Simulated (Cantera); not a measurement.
Cantera run, input and output.

```python
import numpy as np
import cantera as ct

gas = ct.Solution("gri30.yaml")
gas.TPX = 623, 100000, {'CH4': 1, 'CO': 0.074, 'O2': 1.8, 'N2': 4.51, 'H2O': 0.64}
inlet = ct.Reservoir(gas, clone=True)
gas.equilibrate("HP")  # start burning
reactor = ct.IdealGasConstPressureReactor(gas, energy="on", clone=False)
exhaust = ct.Reservoir(gas, clone=True)
tau = [0.11, 0.04, 0.015, 0.0055, 0.002, 0.00076, 0.00028, 0.0001, 3.8e-05][0]
for a, b in ((inlet, reactor), (reactor, exhaust)):
    ct.MassFlowController(a, b, mdot=lambda t: reactor.mass / tau)
net = ct.ReactorNet([reactor])
show = ['CH4', 'CO', 'O2', 'N2O', 'NO', 'CH2CO', 'OH']

rows = []
print(f"{'tau/s':>10s}{'T/K':>9s}" + "".join(f"{s:>11s}" for s in show))
for tau in [0.11, 0.04, 0.015, 0.0055, 0.002, 0.00076, 0.00028, 0.0001, 3.8e-05]:
    net.initial_time = 0.0
    net.advance(30 * tau)
    before = gas.X
    net.advance(40 * tau)
    drift = np.max(np.abs(gas.X - before) / (gas.X + 1e-9))
    rows.append([gas.T, *gas[show].X, drift])
    print(f"{tau:10.3e}{gas.T:9.1f}" + "".join(f"{x:11.3e}" for x in gas[show].X))
```

Output:

```
     tau/s      T/K        CH4         CO         O2        N2O         NO      CH2CO         OH
 1.100e-01   2508.5  1.092e-06  4.691e-02  4.849e-03  1.324e-07  2.677e-03  5.124e-10  9.887e-03
 4.000e-02   2505.0  2.903e-06  4.705e-02  5.103e-03  1.305e-07  2.365e-03  1.379e-09  1.011e-02
 1.500e-02   2496.2  7.211e-06  4.742e-02  5.659e-03  1.258e-07  1.846e-03  3.526e-09  1.056e-02
 5.500e-03   2474.4  1.728e-05  4.835e-02  6.786e-03  1.158e-07  1.224e-03  8.953e-09  1.142e-02
 2.000e-03   2430.9  3.940e-05  5.015e-02  8.766e-03  1.005e-07  7.238e-04  2.234e-08  1.272e-02
 7.600e-04   2366.6  8.526e-05  5.266e-02  1.155e-02  8.488e-08  4.163e-04  5.471e-08  1.412e-02
 2.800e-04   2284.8  1.981e-04  5.586e-02  1.526e-02  7.278e-08  2.333e-04  1.591e-07  1.513e-02
 1.000e-04   2195.7  5.307e-04  6.058e-02  2.051e-02  6.476e-08  1.317e-04  6.697e-07  1.498e-02
 3.800e-05   2096.2  1.734e-03  7.005e-02  3.086e-02  5.632e-08  6.991e-05  4.785e-06  1.226e-02
```

Detailed kinetics in Cantera: GRI-Mech 3.0 (53 species, 325 reactions).
